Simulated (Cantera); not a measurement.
Charge: 1 mol c-C4F8, 0.37 mol H2, 0.032 mol HCl, at 2000 K and 0.0720 bar.

Equilibrium computed with Cantera from the NASA thermochemical tables; the gas is ideal and each condensed phase is pure. Candidate condensed phases: C, C6H6, C7H8, C8H18; 118 gas species. The feed counts by its element totals alone. Gases not in the tables: C2F6 and larger saturated fluorocarbons. Equilibrium is a limit: real reactors are often held back by kinetics, nucleation or transport.

Base state: CF4 0.654, HF 0.289, CF2 0.0336, Cl 0.0115, F 0.00731, CF3 0.00408, HCl 0.000250, CClF3 0.000202 (mole fractions); condensed: C(graphite).

**Question.** What changes in the equilibrium state with this change: c-C4F8 replaced by CH3F?

**Answer.** 
```csv
species,before,after
H2,9.68e-9,0.566
HF,0.289,0.415
HCl,0.000250,0.0132
CF4,0.654,<1e-9
CF2,0.0336,1.19e-9
Cl,0.0115,7.92e-5
CF3,0.00408,<1e-9
C2H2 (acetylene),<1e-9,0.000435
CClF3,0.000202,<1e-9
"C(graphite), mol",2.15,0.998
```

**Question.** What changes in the equilibrium state with this change: pressure from 0.0720 bar to 0.000420 bar?

**Answer.** 
```
species             before    after
----------------  --------  -------
F                  0.00731    0.271
CF2                 0.0336    0.270
CF4                  0.654    0.247
HF                   0.289    0.195
Cl                  0.0115  0.00806
Cl2                1.74e-5  5.02e-8
CClF3             0.000202  1.44e-6
HCl               0.000250  3.19e-6
CF                 3.39e-5  0.00126
C(graphite), mol      2.15     1.92
```
